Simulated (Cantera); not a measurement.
What does this Cantera script print?

```python
import numpy as np
import cantera as ct

gas_names = """
    H HNO HNO2 HNO3 HO2 H2 H2O H2O2 N NH NH2 NH3 NH2OH NO NO2 NO3 N2 N2H2 N2H4 N2O O OH O2 O3 V VN VO
    VO2
""".split()
cond_names = """
    H2O(s) H2O(L) V(cr) V(L) VN(s) VO(s) VO(L) V2O3(s) V2O3(L) V2O4(I) V2O4(II) V2O4(L) V2O5(s) V2O5(L)
""".split()


# ... load() reads the species with a 1 bar reference pressure and builds the phases ...
atoms = {
    'V': {'V': 1},
    'N2O': {'N': 2, 'O': 1},
    'H2': {'H': 2},
    'NH3': {'N': 1, 'H': 3},
}
top_T = {'VN(s)': 2300}  # K; cautious upper limits of use, not melting points


# ... equilibrate(T, P, feed) seeds the gas with the atoms and calls Mixture.equilibrate('TP', solver="vcs", rtol=1e-11, max_steps=5000) ...
results = []
feed = {'V': 1, 'N2O': 6.5, 'H2': 32, 'NH3': 0.97}  # mol
P = 10000  # Pa
for T in [1475, 1625, 1775, 1925, 2075, 2225, 2375, 2525, 2675]:
    mix = equilibrate(T, P, feed)
    results.append((T, P, feed, dict(zip(mix.species_names, mix.species_moles))))

top = {s: max(r[3][s] / sum(r[3][g] for g in gas_names) for r in results) for s in gas_names}
cols = sorted((s for s in top if top[s] > 0.0001), key=lambda s: -top[s])[:7]
seen = [c for c in cond_names if any(r[3].get(c, 0) > 1e-12 for r in results)]
print("log10 of partial pressures in bar; condensed amounts in mol")
print(f"{'T/K':>10s}" + "".join(f"{s[:9]:>10s}" for s in cols + seen))
for T, P, feed, n in results:
    ng = sum(n[g] for g in gas_names)
    print(f"{T:10.4g}" + "".join(f"{np.log10(max(n[s] / ng * P / 1e5, 1e-99)):10.3f}" for s in cols)
          + "".join(f"{n.get(c, 0):10.4g}" for c in seen))
```

Result:

```
log10 of partial pressures in bar; condensed amounts in mol
       T/K        H2        N2         H       H2O       VO2        OH        VO   V2O3(s)   V2O3(L)
      1475    -1.153    -1.763    -5.463    -1.908    -8.853    -7.800   -11.460       0.5         0
      1625    -1.153    -1.763    -4.728    -1.908    -7.303    -6.859    -9.558       0.5         0
      1775    -1.153    -1.763    -4.115    -1.908    -6.026    -6.076    -7.990    0.4998         0
      1925    -1.154    -1.763    -3.597    -1.909    -4.960    -5.415    -6.679    0.4977         0
      2075    -1.156    -1.765    -3.153    -1.912    -4.058    -4.851    -5.568    0.4817         0
      2225    -1.162    -1.769    -2.770    -1.924    -3.291    -4.371    -4.614      0.39         0
      2375    -1.176    -1.781    -2.439    -1.970    -2.661    -3.982    -3.795         0  0.005183
      2525    -1.196    -1.790    -2.150    -1.983    -2.675    -3.609    -3.678         0         0
      2675    -1.229    -1.803    -1.901    -2.009    -2.701    -3.284    -3.588         0         0
```

Method: chemical equilibrium by Gibbs-energy minimisation in Cantera with the NASA 1993 tables (ideal gas, pure condensed phases). Condensed phases not in the tables: the oxides between V2O3 and V2O5 other than VO2.
